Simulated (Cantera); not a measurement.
An adiabatic, constant-volume homogeneous reactor starts with CO : H2 : CH4 : O2 : N2 : H2O = 1 : 0.17 : 0.27 : 1.68 : 6.31 : 0.36 (molar parts), at 1423 K and 0.987 atm.

Detailed kinetics in Cantera: GRI-Mech 3.0 (53 species, 325 reactions).

Question: Predict: time of steepest temperature rise; temperature at 2.00 s; equilibrium temperature; x(CO) at 2.00 s; x(H2) at 2.00 s; x(NO2) at 2.00 s; x(NO) at 2.00 s.

Answer: 
- time of steepest temperature rise: 0.184 ms
- temperature at 2.00 s: 2698 K
- equilibrium temperature: 2698 K
- x(CO) at 2.00 s: 0.0303 (gas-phase equilibrium 0.0303)
- x(H2) at 2.00 s: 0.00431 (gas-phase equilibrium 0.00431)
- x(NO2) at 2.00 s: 8.45e-6 (gas-phase equilibrium 8.45e-6)
- x(NO) at 2.00 s: 0.0158 (gas-phase equilibrium 0.0158)
